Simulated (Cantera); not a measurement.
**Ignition delay**

Mixture: 11.0 % CH₄, 0.550 % C₂H₆, 0.583 % C₃H₈, 16.7 % O₂, 63.0 % N₂, 8.14 % H₂O, at 5.00 bar, adiabatic and at constant pressure. Ignition delay is the time to a rise of 400 K.

Cantera simulation using GRI-Mech 3.0 (53 species, 325 reactions); the numbers are that mechanism's predictions, not measurements.

```csv
T0 (K),delay (ms)
1025,31.0
1075,16.3
1125,8.84
1175,4.78
1225,2.56
1275,1.37
1325,0.747
1375,0.417
1425,0.240
```

```
Item                                                     Value
--------------------------------------------------  ----------
apparent activation energy between 1325 and 1425 K  180 kJ/mol
```
